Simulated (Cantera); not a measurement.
Equilibrium for oxide etching and cleaning by halides: CaO + NF3 + H2

Feed: 1 mol CaO, 2 mol NF3, 8.3 mol H2, held at 26.0 Pa.

Method: chemical equilibrium by Gibbs-energy minimisation in Cantera with the NASA 1993 tables (ideal gas, pure condensed phases). Candidate condensed phases: Ca, CaF2, CaO, Ca(OH)2, H2O; 47 gas species. Mutual solubility and eutectic melting of coexisting phases are not modelled. Equilibrium is a limit: real reactors are often held back by kinetics, nucleation or transport.

| T (°C) | x H2 | x HF | x H2O | x N2 | x CaF2 | x H | x CaF | n CaF2(s) | n CaO(s) |
|---|---|---|---|---|---|---|---|---|---|
| 802 | 0.469 | 0.354 | 0.0885 | 0.0885 | 1.70e-8 | 6.23e-7 | <1e-12 | 1.00 | 0 |
| 852 | 0.469 | 0.354 | 0.0885 | 0.0885 | 1.38e-7 | 1.89e-6 | <1e-12 | 1.000 | 0 |
| 902 | 0.469 | 0.354 | 0.0885 | 0.0885 | 9.26e-7 | 5.21e-6 | 3.87e-12 | 1.000 | 0 |
| 952 | 0.469 | 0.354 | 0.0885 | 0.0885 | 5.29e-6 | 1.32e-5 | 5.92e-11 | 1.000 | 0 |
| 1002 | 0.469 | 0.354 | 0.0885 | 0.0885 | 2.62e-5 | 3.13e-5 | 7.25e-10 | 1.000 | 0 |
| 1052 | 0.469 | 0.354 | 0.0885 | 0.0885 | 0.000114 | 6.95e-5 | 7.29e-9 | 0.999 | 0 |
| 1102 | 0.469 | 0.354 | 0.0884 | 0.0885 | 0.000442 | 0.000145 | 6.14e-8 | 0.995 | 0 |
| 1152 | 0.468 | 0.353 | 0.0883 | 0.0883 | 0.00155 | 0.000289 | 4.43e-7 | 0.982 | 0 |
| 1202 | 0.466 | 0.352 | 0.0880 | 0.0880 | 0.00488 | 0.000549 | 2.73e-6 | 0.945 | 0 |
| 1252 | 0.462 | 0.349 | 0.0872 | 0.0872 | 0.0141 | 0.000997 | 1.49e-5 | 0.838 | 0 |
| 1302 | 0.438 | 0.380 | 0.0585 | 0.0829 | 0.0380 | 0.00171 | 6.42e-5 | 0.247 | 0.294 |
| 1352 | 0.429 | 0.378 | 0.0548 | 0.0812 | 0.0547 | 0.00286 | 0.000160 | 0 | 0.325 |
x: gas mole fraction; n: condensed amount in mol.

From 802 °C to 1252 °C the condensed part is CaF2(s). At 1302 °C the condensed part is CaF2(s) + CaO(s). At 1352 °C the condensed part is CaO(s). The main Ca-bearing gas is CaF2 throughout.
